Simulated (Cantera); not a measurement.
Charge: 1 mol Si3N4, 0.18 mol CO2, 43 mol H2, at 1123.15 K.

Method: chemical equilibrium by Gibbs-energy minimisation in Cantera with the NASA 1993 tables (ideal gas, pure condensed phases). Candidate condensed phases: C, C6H6, C7H8, C8H18, H2O, Si, SiC, SiO2, Si2N2O, Si3N4; 151 gas species. Mutual solubility and eutectic melting of coexisting phases are not modelled. Equilibrium is a limit: real reactors are often held back by kinetics, nucleation or transport.

x: gas mole fraction; n: condensed amount in mol.

```
P (Pa)    x H2     x N2     x CH4     x NH3      x H     x SiO    x HCN  n SiC(s)  n Si2N2O(s)  n Si3N4(s)  n C(graphite)
-------  -----  -------  --------  --------  -------  --------  -------  --------  -----------  ----------  -------------
0.100    0.994  0.00555  5.44e-11  2.07e-11  4.26e-5   2.85e-6  4.19e-9     0.180        0.360       0.700              0
0.750    0.994  0.00555   1.56e-9  1.55e-10  1.56e-5   1.94e-7  1.60e-8     0.180        0.360       0.700              0
5.60     0.994  0.00555   4.46e-8   1.16e-9  5.69e-6   1.33e-8  6.12e-8     0.180        0.360       0.700              0
42       0.994  0.00555   1.28e-6   8.70e-9  2.08e-6  9.07e-10  2.35e-7     0.180        0.360       0.700              0
320      0.994  0.00552         ?         ?        ?         ?        ?     0.178        0.360       0.701              0
2400     0.996  0.00284  0.000699   3.57e-7  2.75e-7  5.15e-12  1.60e-6   0.00369        0.360       0.759          0.146
18000    0.993  0.00279   0.00419         ?        ?    <1e-12        ?         0        0.360       0.760              0
130000   0.993  0.00279   0.00419   1.90e-5  3.73e-8    <1e-12  1.76e-7         0        0.360       0.760              0
1000000  0.993  0.00272   0.00419  0.000145  1.35e-8    <1e-12  2.26e-8         0        0.360       0.760              0
```

Q: What belongs in the gaps?

A: 
- 18000, x NH3: 2.64e-6
- 18000, x H: 1.00e-7
- 18000, x HCN: 1.27e-6
- 320, x CH4: 3.77e-5
- 320, x NH3: 6.61e-8
- 320, x H: 7.53e-7
- 320, x SiO: 6.06e-11
- 320, x HCN: 9.04e-7
